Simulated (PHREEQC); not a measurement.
NaOH is added in steps, without added water, to 1 kg of water holding 0.0051 mol/kgw HNO3, 0.039 mol/kgw NiCl2 and 0.0028 mol/kgw CuCl2, at 25 °C. Oxygen alone is held at its pressure in air (log pO2 = -0.68). CO2 from the air is kept out. Only these solids could form: Cu(OH)2, Atacamite, Cu2(OH)3NO3, Ni(OH)2, Halite.

Base run: PHREEQC, ion-association model, wateq4f.dat. Each further column changes one thing. The table gives pH.

```
NaOH added (mol)   base  diluted 2-fold with water  no solid may form
----------------  -----  -------------------------  -----------------
0                  2.38                       2.67               2.38
0.007833           5.17                        ___                ___
0.01958            6.38                       6.55               9.21
0.02742            6.40                       6.63               9.40
0.03917            6.45                        ___               9.58
0.047              6.48                      11.33               9.68
0.05483            6.53                      11.93               9.77
0.06658            6.62                        ___               9.91
0.07442            6.73                      12.37              10.02
0.08617            7.25                      12.51              10.23
0.094             11.61                      12.58              10.42
```

Task: Some entries are withheld; supply them.

Result: 
- 0.007833, diluted 2-fold with water: 6.47
- 0.007833, no solid may form: 7.04
- 0.03917, diluted 2-fold with water: 6.90
- 0.06658, diluted 2-fold with water: 12.25

The database's constant for dissolved Cu(OH)2 is higher than later reviews accept. The database's Ni(OH)2 is the aged solid; a fresh precipitate is more soluble. In at least one series the solution becomes supersaturated in solids that the run did not let form, among them Cu(OH)2, Atacamite, Cu2(OH)3NO3, Ni(OH)2.
